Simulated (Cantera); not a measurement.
# Diamond growth

A diamond (100) surface in a fixed gas of H2 with x(CH4) = 0.0078, x(H) = 0.0023, at 1150 K, 30.0 Torr; coverages are run to steady state.

Cantera simulation using the Harris–Goodwin 1993 mechanism for the reconstructed diamond (100) surface; the numbers are that mechanism's predictions, not measurements.

```tsv
x(CH3)	growth (µm/h)	θ c6HH	θ c6H*	θ c6*H	θ c6**	θ c6HM
1e-06	0.0109	0.480	0.0328	0.465	0.0220	3.40e-5
2.1e-06	0.0229	0.480	0.0328	0.465	0.0220	7.13e-5
4.4e-06	0.0479	0.480	0.0328	0.465	0.0220	0.000149
9.1e-06	0.0990	0.480	0.0328	0.465	0.0219	0.000309
1.9e-05	0.207	0.480	0.0328	0.464	0.0219	0.000644
4e-05	0.434	0.479	0.0327	0.464	0.0218	0.00135
8.3e-05	0.896	0.478	0.0326	0.463	0.0217	0.00280
0.00017	1.82	0.476	0.0325	0.460	0.0214	0.00568
0.00036	3.78	0.472	0.0321	0.455	0.0208	0.0118
```
θ: site fractions in the mechanism's names (c6HH fully hydrogenated, c6H* and c6*H radical sites, c6** diradical, c6HM methylated).
